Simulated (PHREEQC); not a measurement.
A solution holds 0.013 mol/kgw HF, 0.00032 mol/kgw CsF and 0.00046 mol/kgw H4SiO4, at 38 °C. It is in equilibrium with CO2 at log p = -2 (atm). Otherwise closed; pH follows from the charge balance.

Model: ion-association model, wateq4f.dat, run in PHREEQC.

Each row changes one thing in this solution. No solid was allowed to form.

```
case                                         pH  ionic strength (mol/kgw)  HF (mol/kgw)  F- (mol/kgw)  H2F2 (mol/kgw)  HF2- (mol/kgw)
-----------------------------------------  ----  ------------------------  ------------  ------------  --------------  --------------
as made                                    2.61                   0.00336       0.00830       0.00191        0.000111         6.61e-5
CsF replaced by CsBr at the same molality  2.59                   0.00353       0.00814       0.00177        0.000107         5.99e-5
H4SiO4 left out                            2.65                   0.00266        0.0102       0.00256        0.000168        0.000109
diluted 10-fold with water                 3.23                  0.000637      0.000691      0.000635         7.70e-7         1.83e-6
HF from 0.013 to 0.026 mol/kgw             2.45                   0.00461        0.0189       0.00299        0.000579        0.000236
0.0053 mol/kgw H2SO4 added                 2.06                    0.0133       0.00957      0.000661        0.000148         2.64e-5
CsF from 0.00032 to 0.000288 mol/kgw       2.61                   0.00334       0.00828       0.00190        0.000111         6.54e-5
CsF from 0.00032 to 6.4e-05 mol/kgw        2.59                   0.00323       0.00818       0.00179        0.000108         6.10e-5
```

At this temperature some constants are extrapolated from 25 °C, and those without enthalpy data are left unchanged. SiF6-2 is the database's only silicon fluoride.
